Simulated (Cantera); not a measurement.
A closed system holds: 1 mol Cu₂O, 15 mol CO, 0.24 mol N₂, at 0.140 bar.

These are equilibrium values from Cantera (NASA tables, ideal gas, pure condensed phases), not measurements of a reactor. Candidate condensed phases: C, Cu, CuO, Cu₂O; 27 gas species. The numbers say what is thermodynamically allowed, not how fast it happens. All values below are at 1948 K.

Base state: CO 0.901, CO₂ 0.0644, Cu 0.0187, N₂ 0.0155, Cu₂ 6.44e-5 (mole fractions); condensed: Cu(l).

What changes in the equilibrium state with this change: pressure from 0.140 bar to 2.70 bar?


| species | before | after |
|---|---|---|
| CO | 0.901 | 0.918 |
| CO₂ | 0.0644 | 0.0656 |
| N₂ | 0.0155 | 0.0157 |
| Cu | 0.0187 | 0.000970 |
| Cu₂ | 6.44e-5 | 3.34e-6 |
| Cu(l), mol | 1.71 | 1.99 |
